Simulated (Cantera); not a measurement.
Input: 1 mol CCl4, 0.026 mol CH4, 13 mol H2, held at 0.133 bar.

Method: chemical equilibrium by Gibbs-energy minimisation in Cantera with the NASA 1993 tables (ideal gas, pure condensed phases). Candidate condensed phases: C, C6H6, C7H8, C8H18; 91 gas species. The numbers say what is thermodynamically allowed, not how fast it happens.

x: gas mole fraction; n: condensed amount in mol.

| T (K) | x H2 | x H | x HCl | x Cl | x C2H2 (acetylene) | x C2H | x C3 | n C(graphite) |
|---|---|---|---|---|---|---|---|---|
| 2675 | 0.627 | 0.112 | 0.220 | 0.0274 | 0.0135 | 0.000245 | (withheld) | 0.567 |
| 2725 | 0.607 | 0.133 | 0.211 | 0.0322 | 0.0156 | 0.000381 | (withheld) | 0.479 |
| 2775 | 0.584 | 0.157 | 0.202 | 0.0375 | 0.0179 | 0.000582 | (withheld) | 0.378 |
| 2825 | 0.560 | 0.183 | 0.192 | 0.0433 | 0.0203 | 0.000872 | (withheld) | 0.260 |
| 2875 | 0.533 | 0.211 | 0.181 | 0.0494 | 0.0227 | 0.00128 | (withheld) | 0.123 |
| 2925 | 0.504 | 0.242 | 0.170 | 0.0558 | 0.0242 | 0.00179 | (withheld) | 0 |
| 2975 | 0.477 | 0.276 | 0.158 | 0.0623 | 0.0225 | 0.00217 | (withheld) | 0 |

Question: Fill in the missing entries.

Answer: 
- 2675, x C3: 4.72e-5
- 2725, x C3: 9.17e-5
- 2775, x C3: 0.000174
- 2825, x C3: 0.000321
- 2875, x C3: 0.000581
- 2925, x C3: 0.000974
- 2975, x C3: 0.00132
